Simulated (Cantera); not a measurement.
Ignition delay

Mixture: 4.23 % CO, 1.48 % H₂, 3.34 % CH₄, 19.1 % O₂, 71.9 % N₂, at 0.640 bar, adiabatic and at constant pressure. Ignition delay is the time to a rise of 400 K.

Cantera simulation using GRI-Mech 3.0 (53 species, 325 reactions); the numbers are that mechanism's predictions, not measurements.

```csv
T0 (K),delay (ms)
1050,8.76
1125,4.15
1200,2.12
1275,1.17
1350,0.694
1425,0.442
1500,0.296
1575,0.207
1650,0.150
```

apparent activation energy between 1500 and 1650 K: 94 kJ/mol
